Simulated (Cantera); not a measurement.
An isothermal, constant-pressure homogeneous reactor starts with H2 : O2 = 0.24 : 1 (molar parts), equivalence ratio 0.12, at 950 K and 6.30 Torr. Integrator tolerance rtol = 1e-08.

Detailed kinetics in Cantera: GRI-Mech 3.0 (53 species, 325 reactions). Radical loss at walls, strong at low pressure, is not modelled. The temperature is held fixed by assumption; the heat of reaction is taken as removed at once.

What does this change do: temperature 950 to 1423 K?


| quantity | before | after |
|---|---|---|
| x(H2) at 2.00 s | 3.88e-7 (gas-phase equilibrium 4.84e-11) | 1.42e-5 (gas-phase equilibrium 1.70e-6) |
| x(O2) at 2.00 s | 0.786 (gas-phase equilibrium 0.786) | 0.785 (gas-phase equilibrium 0.786) |
| x(OH) at 2.00 s | 2.09e-5 (gas-phase equilibrium 2.77e-7) | 0.000753 (gas-phase equilibrium 0.000260) |
| x(O) at 2.00 s | 1.72e-6 (gas-phase equilibrium 3.09e-10) | 0.000110 (gas-phase equilibrium 1.31e-5) |
| x(H) at 2.00 s | 1.70e-8 (gas-phase equilibrium <1e-12) | 2.31e-6 (gas-phase equilibrium 9.50e-8) |
